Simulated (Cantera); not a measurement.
Mixture: CH4 : CO : O2 : N2 : H2O = 1 : 1.2 : 2.17 : 8.15 : 0.29 (molar parts), equivalence ratio 1.2, at 100000 Pa, adiabatic and at constant volume. Ignition delay is the time to a rise of 400 K.

Computed with Cantera and GRI-Mech 3.0 (53 species, 325 reactions).

Q: Predict: delay at 1250 K; delay at 1450 K; delay at 1650 K; delay at 1850 K; delay at 2050 K; apparent activation energy between 1950 and 2150 K.

A: delay at 1250 K: 32.1 ms
delay at 1450 K: 2.20 ms
delay at 1650 K: 0.315 ms
delay at 1850 K: 80.2 µs
delay at 2050 K: 28.4 µs
apparent activation energy between 1950 and 2150 K: 160 kJ/mol
